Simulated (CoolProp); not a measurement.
n-decane along the isotherm 315.15 °C: fugacity coefficient from the reference equation and from simpler models built on Tc = 344.5 °C, pc = 2.101 MPa, ω = 0.488; each cubic takes its own stable root.

Computed with CoolProp (reference Helmholtz-energy equation of state, Lemmon 2006). It is a short technical equation, of lower accuracy than the large ones.

```tsv
p (MPa)	phase	reference
2.8	liquid	0.3924
4.2	liquid	0.2861
5.6	liquid	0.2339
7	liquid	0.2036
8.41	liquid	0.1842
9.81	liquid	0.1713
11.2	liquid	0.1625
12.6	liquid	0.1563
14	liquid	0.1522
15.4	liquid	0.1495
16.8	liquid	0.1480
18.2	liquid	0.1475
19.6	liquid	0.1477
21	liquid	0.1486
```

### Question
How far does each simpler model (van der Waals, Redlich-Kwong, Peng-Robinson) lie from the reference over these 14 states: mean and median of the absolute difference, and the worst?

### Answer
- van der Waals: mean 76.1 %, median 75.1 %, worst +126.6 % at 315.15 °C and 21 MPa
- Redlich-Kwong: mean 28.2 %, median 29.0 %, worst +39.0 % at 315.15 °C and 21 MPa
- Peng-Robinson: mean 5.0 %, median 5.5 %, worst +6.5 % at 315.15 °C and 21 MPa
